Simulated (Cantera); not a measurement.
**Boron, boron nitride and boron oxide: BF3 + N2 + H2**

Charge: 1 mol BF3, 5.9 mol N2, a varied amount of H2, equilibrated at 69.0 mbar.

Method: chemical equilibrium by Gibbs-energy minimisation in Cantera with the NASA 1993 tables (ideal gas, pure condensed phases). Candidate condensed phases: B, BN; 31 gas species. N2 is the only nitrogen source here; it is nearly inert below about 1500 K, so the nitride shown seldom forms there in practice. The tables' values for BF2 are old estimates. Rates play no part.

Task: Map the stable condensed phases over T = 1175, 1225, 1275, 1325, 1375, 1425, 1475, 1525, 1575, 1625, 1675, 1725, 1775, 1825 K and n(H2) in mol = 0.35, 0.53, 0.79, 1.2, 1.7, 2.6, 3.9, 5.8, 8.7, 13.

Result: 
```
T in K \ n(H2) in mol
         0.35 0.53 0.79  1.2  1.7  2.6  3.9  5.8  8.7   13
   1825     A    A    A    B    B    B    B    B    B    B
   1775     A    B    B    B    B    B    B    B    B    B
   1725     B    B    B    B    B    B    B    B    B    B
   1675     B    B    B    B    B    B    B    B    B    B
   1625     B    B    B    B    B    B    B    B    B    B
   1575     B    B    B    B    B    B    B    B    B    B
   1525     B    B    B    B    B    B    B    B    B    B
   1475     B    B    B    B    B    B    B    B    B    B
   1425     B    B    B    B    B    B    B    B    B    B
   1375     B    B    B    B    B    B    B    B    B    B
   1325     B    B    B    B    B    B    B    B    B    B
   1275     B    B    B    B    B    B    B    B    B    B
   1225     B    B    B    B    B    B    B    B    B    B
   1175     B    B    B    B    B    B    B    B    B    B
```
A: gas only; B: BN.
